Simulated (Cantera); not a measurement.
An adiabatic, constant-volume homogeneous reactor starts with CO : H2 : CH4 : O2 : N2 : H2O = 1 : 0.87 : 0.057 : 1.4 : 5.26 : 0.34 (molar parts), equivalence ratio 0.75, at 950 K and 650000 Pa. Integrator tolerance rtol = 1e-08.

Cantera simulation using GRI-Mech 3.0 (53 species, 325 reactions); the numbers are that mechanism's predictions, not measurements. Below about 1000 K GRI-Mech 3.0 lacks low-temperature oxidation paths.

What does this change do: pressure from 650000 Pa to 34000 Pa?


```
quantity                                                              before                                    after
---------------------------------  -----------------------------------------  ---------------------------------------
time of steepest temperature rise                                    24.0 ms                                  1.56 ms
temperature at 3.00 s                                                 2735 K                                   2570 K
equilibrium temperature                                               2735 K                                   2570 K
x(CO) at 3.00 s                        0.0156 (gas-phase equilibrium 0.0156)    0.0269 (gas-phase equilibrium 0.0269)
x(H2) at 3.00 s                      0.00308 (gas-phase equilibrium 0.00308)  0.00604 (gas-phase equilibrium 0.00604)
x(CH4) at 3.00 s                       <1e-12 (gas-phase equilibrium <1e-12)    <1e-12 (gas-phase equilibrium <1e-12)
x(O2) at 3.00 s                        0.0421 (gas-phase equilibrium 0.0421)    0.0481 (gas-phase equilibrium 0.0481)
x(H) at 3.00 s                     0.000877 (gas-phase equilibrium 0.000877)  0.00289 (gas-phase equilibrium 0.00289)
```

What does this change do: initial temperature 950 to 1225 K?


| quantity | before | after |
|---|---|---|
| time of steepest temperature rise | 24.0 ms | 32.3 µs |
| temperature at 3.00 s | 2735 K | 2837 K |
| equilibrium temperature | 2735 K | 2837 K |
| x(CO) at 3.00 s | 0.0156 (gas-phase equilibrium 0.0156) | 0.0240 (gas-phase equilibrium 0.0240) |
| x(H2) at 3.00 s | 0.00308 (gas-phase equilibrium 0.00308) | 0.00481 (gas-phase equilibrium 0.00481) |
| x(CH4) at 3.00 s | <1e-12 (gas-phase equilibrium <1e-12) | <1e-12 (gas-phase equilibrium <1e-12) |
| x(O2) at 3.00 s | 0.0421 (gas-phase equilibrium 0.0421) | 0.0441 (gas-phase equilibrium 0.0441) |
| x(H) at 3.00 s | 0.000877 (gas-phase equilibrium 0.000877) | 0.00175 (gas-phase equilibrium 0.00175) |

What does this change do: CO 1 to 2.4 parts?


```json
[
 {"quantity": "time of steepest temperature rise", "before": "24.0 ms", "after": "13.2 ms"},
 {"quantity": "temperature at 3.00 s", "before": "2735 K", "after": "2933 K"},
 {"quantity": "equilibrium temperature", "before": "2735 K", "after": "2933 K"},
 {"quantity": "x(CO) at 3.00 s", "before": "0.0156 (gas-phase equilibrium 0.0156)", "after": "0.100 (gas-phase equilibrium 0.100)"},
 {"quantity": "x(H2) at 3.00 s", "before": "0.00308 (gas-phase equilibrium 0.00308)", "after": "0.0104 (gas-phase equilibrium 0.0104)"},
 {"quantity": "x(CH4) at 3.00 s", "before": "<1e-12 (gas-phase equilibrium <1e-12)", "after": "<1e-12 (gas-phase equilibrium <1e-12)"},
 {"quantity": "x(O2) at 3.00 s", "before": "0.0421 (gas-phase equilibrium 0.0421)", "after": "0.0102 (gas-phase equilibrium 0.0102)"},
 {"quantity": "x(H) at 3.00 s", "before": "0.000877 (gas-phase equilibrium 0.000877)", "after": "0.00311 (gas-phase equilibrium 0.00311)"}
]
```
